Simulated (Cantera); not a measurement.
What does this Cantera script print?

```python
import numpy as np
import cantera as ct

gas_names = """
    H HO2 H2 H2O H2O2 O OH O2 O3 Ti TiO TiO2
""".split()
cond_names = """
    H2O(s) H2O(L) Ti(a) Ti(b) Ti(L) TiO(a) TiO(b) TiO(L) TiO2(ru) TiO2(L) Ti2O3(a) Ti2O3(b) Ti2O3(L)
    Ti3O5(a) Ti3O5(b) Ti3O5(L) Ti4O7(s) Ti4O7(L)
""".split()


# ... load() reads the species with a 1 bar reference pressure and builds the phases ...
atoms = {
    'Ti': {'Ti': 1},
    'H2O': {'H': 2, 'O': 1},
    'H2': {'H': 2},
}
top_T = {}  # K; cautious upper limits of use, not melting points


# ... equilibrate(T, P, feed) seeds the gas with the atoms and calls Mixture.equilibrate('TP', solver="vcs", rtol=1e-11, max_steps=5000) ...
results = []
feed = {'Ti': 1, 'H2O': 14, 'H2': 48}  # mol
T = 1548.15  # K
P = 360  # Pa
mix = equilibrate(T, P, feed)
results.append((T, P, feed, dict(zip(mix.species_names, mix.species_moles))))
print(gas.report(threshold=0.001))
for i in range(1, mix.n_phases):
    print(f"{mix.phase(i).name:16s} {mix.phase_moles(i):12.5e} mol")
```

Result:

```
       temperature   1548.2 K
          pressure   360 Pa
           density   0.00014295 kg/m^3
  mean mol. weight   5.1114 kg/kmol
   phase of matter   gas

                          1 kg             1 kmol
                     ---------------   ---------------
          enthalpy       -1.2437e+06       -6.3568e+06  J
   internal energy        -3.762e+06       -1.9229e+07  J
           entropy             47891        2.4479e+05  J/K
    Gibbs function       -7.5386e+07       -3.8533e+08  J
 heat capacity c_p            6945.2             35499  J/K
 heat capacity c_v            5318.5             27185  J/K

                      mass frac. Y      mole frac. X     chem. pot. / RT
                     ---------------   ---------------   ---------------
                H2           0.31791           0.80604           -24.538
               H2O           0.68199            0.1935           -52.462
     [  +10 minor]        0.00010337        0.00046524

Ti(b)             0.00000e+00 mol
TiO(b)            0.00000e+00 mol
TiO2(ru)          1.00000e+00 mol
Ti2O3(b)          0.00000e+00 mol
Ti3O5(b)          0.00000e+00 mol
Ti4O7(s)          0.00000e+00 mol
```

Cantera equilibrium calculation (NASA polynomials, part measured and part estimated; ideal gas, pure solids and liquids).
